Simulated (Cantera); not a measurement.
A closed system holds: 1 mol SiH2Cl2, a varied amount of NO, 5.5 mol N2, held at 975 °C and 0.00470 bar.

Method: chemical equilibrium by Gibbs-energy minimisation in Cantera with the NASA 1993 tables (ideal gas, pure condensed phases). Candidate condensed phases: H2O, NH4Cl, Si, SiO2, Si2N2O, Si3N4; 47 gas species. The tables hold silica as quartz up to 1696 K and as liquid above; real silica turns to tridymite and cristobalite and melts near 1996 K. The numbers say what is thermodynamically allowed, not how fast it happens.

At 11 mol NO, list the 4 most abundant gas species with their mole fractions, and the condensed phases.

N2 0.629, O2 0.253, HCl 0.0997, H2O 0.00731. Condensed: SiO2(β-quartz).
